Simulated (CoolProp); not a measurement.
Properties of CH3F (R41) along the isotherm -60.05 °C.

Computed with CoolProp (reference Helmholtz-energy equation of state, Lemmon 2006). It is a short technical equation, of lower accuracy than the large ones.

```json
[
 {"p (kPa)": "93.4", "phase": "gas", "density (kg/m³)": "1.843", "cp (kJ/(kg K))": "1.112", "cv (kJ/(kg K))": "0.8254", "isothermal compressibility (1/MPa)": "…", "fugacity coefficient": "0.9743"},
 {"p (kPa)": "177", "phase": "gas", "density (kg/m³)": "3.583", "cp (kJ/(kg K))": "1.225", "cv (kJ/(kg K))": "0.8907", "isothermal compressibility (1/MPa)": "5.972", "fugacity coefficient": "0.9514"},
 {"p (kPa)": "336", "phase": "liquid", "density (kg/m³)": "841.7", "cp (kJ/(kg K))": "2.111", "cv (kJ/(kg K))": "1.242", "isothermal compressibility (1/MPa)": "0.002104", "fugacity coefficient": "0.7006"},
 {"p (kPa)": "636", "phase": "liquid", "density (kg/m³)": "…", "cp (kJ/(kg K))": "2.109", "cv (kJ/(kg K))": "1.242", "isothermal compressibility (1/MPa)": "0.002091", "fugacity coefficient": "0.3727"},
 {"p (kPa)": "1210", "phase": "liquid", "density (kg/m³)": "843.3", "cp (kJ/(kg K))": "2.105", "cv (kJ/(kg K))": "1.242", "isothermal compressibility (1/MPa)": "0.002066", "fugacity coefficient": "0.1985"},
 {"p (kPa)": "2290", "phase": "liquid", "density (kg/m³)": "845.1", "cp (kJ/(kg K))": "2.098", "cv (kJ/(kg K))": "1.241", "isothermal compressibility (1/MPa)": "…", "fugacity coefficient": "0.1075"},
 {"p (kPa)": "4330", "phase": "liquid", "density (kg/m³)": "848.6", "cp (kJ/(kg K))": "2.085", "cv (kJ/(kg K))": "1.241", "isothermal compressibility (1/MPa)": "…", "fugacity coefficient": "…"},
 {"p (kPa)": "8220", "phase": "liquid", "density (kg/m³)": "854.8", "cp (kJ/(kg K))": "2.063", "cv (kJ/(kg K))": "1.240", "isothermal compressibility (1/MPa)": "0.001804", "fugacity coefficient": "0.03423"},
 {"p (kPa)": "15600", "phase": "liquid", "density (kg/m³)": "865.5", "cp (kJ/(kg K))": "2.029", "cv (kJ/(kg K))": "1.240", "isothermal compressibility (1/MPa)": "…", "fugacity coefficient": "0.02127"},
 {"p (kPa)": "29500", "phase": "liquid", "density (kg/m³)": "…", "cp (kJ/(kg K))": "…", "cv (kJ/(kg K))": "1.242", "isothermal compressibility (1/MPa)": "0.001324", "fugacity coefficient": "0.01526"}
]
```

Question: What belongs in the gaps?

Answer: 
- 93.4, isothermal compressibility (1/MPa): 11.00
- 636, density (kg/m³): 842.3
- 2290, isothermal compressibility (1/MPa): 0.002020
- 4330, isothermal compressibility (1/MPa): 0.001939
- 4330, fugacity coefficient: 0.05953
- 15600, isothermal compressibility (1/MPa): 0.001598
- 29500, density (kg/m³): 883.2
- 29500, cp (kJ/(kg K)): 1.983
